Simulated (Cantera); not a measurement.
Mixture: 12.2 % CH3OH, 18.5 % O2, 69.3 % N2, at 660 Torr, adiabatic and at constant volume. Ignition delay is the time to a rise of 400 K.

Model: GRI-Mech 3.0 (53 species, 325 reactions), integrated in Cantera. GRI-Mech 3.0 was tuned for natural gas; its chemistry of methanol as a main component is partial and can be far from experiment.

### Question
Predict: delay at 1150 K; delay at 1350 K; delay at 1550 K; delay at 1750 K; apparent activation energy between 1650 and 1850 K.

### Answer
delay at 1150 K: 24.8 ms
delay at 1350 K: 1.19 ms
delay at 1550 K: 0.144 ms
delay at 1750 K: 31.8 µs
apparent activation energy between 1650 and 1850 K: 170 kJ/mol
